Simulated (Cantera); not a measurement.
An isothermal plug-flow reactor at 1025 K and 0.553 atm (inlet), inlet velocity 0.16 m/s, active area per volume 490 1/m; feed CH4 : O2 : N2 = 0.0042 : 0.038 : 0.79 (molar parts), equivalence ratio 0.22.

Detailed kinetics in Cantera: Deutschmann's 1995 Pt surface mechanism with GRI-Mech 3.0 gas chemistry. Catalytic surfaces can have several steady states; this one follows from the mechanism file's or the stated starting coverage. Mass transfer to the wall is taken as infinitely fast.

One state of this run: x CH4 = 0.000658; x O2 = 0.0369; x H2O = 0.00875; x CO2 = 0.00437; x CO = 4.78e-7; θ free Pt = 0.315; θ O* = 0.683; θ OH* = 0.00134. x: gas mole fraction; θ: surface coverage.

Q: Which value of z (m) does it belong to?
(A) 0.0059
(B) 0.0033
(C) 0.01
(D) 0.00019

A: B, 0.0033
